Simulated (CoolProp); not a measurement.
Vapour-liquid equilibrium of methanol (1) + dimethyl carbonate (2) at 0.873 MPa; x and y are mole fractions of (1).

Computed with CoolProp (multi-fluid Helmholtz-energy mixture model, de Reuck 1993 and Zhou 2011; pair parameters Bell 2016).

```csv
x,bubble temperature (K),y at the bubble point,dew temperature at overall composition x (K),liquid density (mol/L)
0.05,441.2,0.173,447.4,9.684
0.125,431.8,0.346,443.7,10.24
0.2,425.1,0.463,439.8,10.79
0.275,420.2,0.547,435.7,11.36
0.35,416.5,0.610,431.6,11.96
0.425,413.7,0.660,427.3,12.62
0.5,411.4,0.703,423.0,13.34
0.575,409.6,0.742,418.5,14.13
0.65,408.2,0.778,414.2,15.01
0.725,406.9,0.815,410.4,16.01
0.8,406.0,0.855,407.4,17.14
0.875,405.2,0.900,405.6,18.43
0.95,404.7,0.955,404.7,19.90
```

No azeotrope shows between x = 0.05 and 0.95.

Pair parameters are fitted to limited data, so mixtures are less certain than the pure fluids.
